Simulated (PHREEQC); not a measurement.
Dissolve 6.7 mmol/kgw KOH and 0.04 mmol/kgw H4SiO4 at 25 °C. Closed to the air; pH follows from the charge balance.

All values are PHREEQC results (ion-association model, phreeqc.dat), not measurements.

| quantity | before | after |
|---|---|---|
| pH | 11.78 | 11.09 |
| H3SiO4- (mol/kgw) | 3.76e-5 | 3.77e-5 |
| H4SiO4 (mol/kgw) | 3.88e-7 | 1.99e-6 |
| SI of Quartz (SiO2) | -2.43 | -1.72 |

Q: Name the change that produced these shifts.
A) H4SiO4 from 4e-05 to 4.4e-05 mol/kgw
B) H4SiO4 replaced by K2SiO3 at the same molality
C) KOH from 0.0067 to 0.00134 mol/kgw
D) temperature from 25 to 75 °C
E) diluted 10-fold with water

A: C, KOH from 0.0067 to 0.00134 mol/kgw

Precipitation was switched off in this run.
